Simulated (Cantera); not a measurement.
Input: 1 mol AlN, 2.2 mol H₂O, equilibrated at 2100 K and 0.100 bar.

Cantera equilibrium calculation (NASA polynomials, part measured and part estimated; ideal gas, pure solids and liquids). Candidate condensed phases: Al, AlN, Al₂O₃, H₂O; 35 gas species. Gases not in the tables: Al(OH)₃. Equilibrium is a limit: real reactors are often held back by kinetics, nucleation or transport.

What is the equilibrium state?


- x(H₂): 0.550
- x(H₂O): 0.258
- x(N₂): 0.184
- x(H): 0.00731
- x(OH): 0.000408
- x(NO): 9.23e-6
- x(O): 3.86e-6
- x(AlO₂H): 1.80e-6
- n(Al₂O₃(s)): 0.500 mol
- gas amount: 2.710 mol
- log10 activity of Al(l) (absent): -7.12
